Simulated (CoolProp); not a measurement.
Saturated liquid density (kg/m³) of n-perfluoropentane: the reference equation beside estimates from Tc = 421.0 K, pc = 2063 kPa, ω = 0.436.

Computed with CoolProp (reference Helmholtz-energy equation of state, Gao 2022).

```
T (K)  reference  van der Waals  Redlich-Kwong  Peng-Robinson
-----  ---------  -------------  -------------  -------------
268.7       1698           1018           1492           1787
280.6       1661          996.3           1453           1750
292.5       1623          973.3           1412           1709
304.3       1584          949.2           1370           1665
316.2       1543          923.5           1324           1617
328.1       1500          896.1           1274           1563
340         1453          866.8           1222           1503
351.8       1403          835.3           1165           1437
363.7       1347          800.5           1102           1362
375.6       1284          761.8           1033           1274
387.5       1210          717.5          954.1           1172
399.4       1118          664.4          860.7           1046
```

Absolute difference from the reference over all 12 rows, mean and median: van der Waals 40.3 and 40.3 %, Redlich-Kwong 16.3 and 15.5 %, Peng-Robinson 3.9 and 4.5 %.
